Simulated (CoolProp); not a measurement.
Vapour-liquid equilibrium of cyclohexane (1) + o-xylene (2) at 352.2 K; x and y are mole fractions of (1).

Computed with CoolProp (multi-fluid Helmholtz-energy mixture model, Zhou 2014 and Zhou 2012; pair parameters Bell 2016).

| x | bubble pressure (bar) | y at the bubble point | dew pressure at overall composition x (bar) | liquid density (mol/L) |
|---|---|---|---|---|
| 0.05 | 0.1848 | 0.369 | 0.1280 | 7.847 |
| 0.15 | 0.3002 | 0.647 | 0.1417 | 7.914 |
| 0.25 | 0.4026 | 0.763 | 0.1587 | 7.981 |
| 0.35 | 0.4932 | 0.827 | 0.1802 | 8.051 |
| 0.45 | 0.5742 | 0.869 | 0.2083 | 8.121 |
| 0.55 | 0.6481 | 0.900 | 0.2468 | 8.194 |
| 0.65 | 0.7175 | 0.925 | 0.3021 | 8.270 |
| 0.75 | 0.7851 | 0.947 | 0.3882 | 8.350 |
| 0.85 | 0.8536 | 0.968 | 0.5350 | 8.433 |
| 0.95 | 0.9255 | 0.989 | 0.7952 | 8.522 |

No azeotrope shows between x = 0.05 and 0.95.

Pair parameters are fitted to limited data, so mixtures are less certain than the pure fluids.
